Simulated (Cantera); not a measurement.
# Hydrocarbon pyrolysis for carbon deposition

An isothermal, constant-pressure homogeneous reactor starts with C2H4 : H2 = 1 : 1.8 (molar parts), at 1775 K and 1.00 bar.

Cantera simulation using GRI-Mech 3.0 (53 species, 325 reactions); the numbers are that mechanism's predictions, not measurements. GRI-Mech 3.0 was tuned for natural gas; its chemistry of ethylene as a main component is partial and can be far from experiment. GRI-Mech 3.0 stops at C3 and has no aromatics, soot or wall deposition, so with more carbon than oxygen in the feed, carbon stays in small species such as C2H2 where larger ones or solid carbon would form.

| t (s) | x C2H4 | x H2 | x CH4 | x CH2 | x C2H6 |
|---|---|---|---|---|---|
| 5.00e-6 | 0.356 | 0.643 | 4.58e-8 | 3.36e-9 | 4.09e-7 |
| 1.35e-5 | 0.353 | 0.644 | 8.98e-7 | 1.06e-8 | 2.69e-6 |
| 3.64e-5 | 0.342 | 0.647 | 1.53e-5 | 2.93e-8 | 1.51e-5 |
| 9.81e-5 | 0.303 | 0.657 | 0.000186 | 6.01e-8 | 5.06e-5 |
| 0.000265 | 0.198 | 0.684 | 0.000954 | 5.19e-8 | 5.24e-5 |
| 0.000714 | 0.0623 | 0.719 | 0.00215 | 2.13e-8 | 2.03e-5 |
| 0.00193 | 0.00590 | 0.733 | 0.00300 | 1.12e-8 | 2.68e-6 |
| 0.00519 | 0.00519 | 0.732 | 0.00409 | 1.46e-8 | 2.44e-6 |
| 0.0140 | 0.00517 | 0.730 | 0.00689 | 2.19e-8 | 2.64e-6 |
| 0.0378 | 0.00512 | 0.725 | 0.0130 | 3.70e-8 | 3.45e-6 |
| 0.102 | 0.00507 | 0.720 | 0.0200 | 5.31e-8 | 4.98e-6 |
| 0.275 | 0.00506 | 0.719 | 0.0214 | 5.63e-8 | 5.37e-6 |
| 0.741 | 0.00506 | 0.719 | 0.0214 | 5.63e-8 | 5.38e-6 |
| 2.00 | 0.00506 | 0.719 | 0.0214 | 5.63e-8 | 5.38e-6 |
x: mole fraction; the columns are a selection and need not sum to one.

Equilibrium at this temperature and pressure: C2H4 0.00506, H2 0.719, CH4 0.0214, CH2 5.63e-8, C2H6 5.38e-6 (gas phase only).
